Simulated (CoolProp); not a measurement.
Vapour-liquid equilibrium of R134a (1) + R124 (2) at 5.19 bar; x and y are mole fractions of (1).

The numbers come from the multi-fluid Helmholtz-energy mixture model, Tillner-Roth 1994 and de Vries 1995; pair parameters Bell 2016 in CoolProp.

Task: Give the bubble temperature and the first vapour's composition at x = 0.275, 0.8, 0.95. Is there an azeotrope?

Result: x = 0.275: 301.1 K, y = 0.392; x = 0.8: 292.3 K, y = 0.856; x = 0.95: 290.6 K, y = 0.964. No azeotrope shows between x = 0.05 and 0.95.

The pair parameters rest on a limited set of measurements; away from them the model extrapolates.
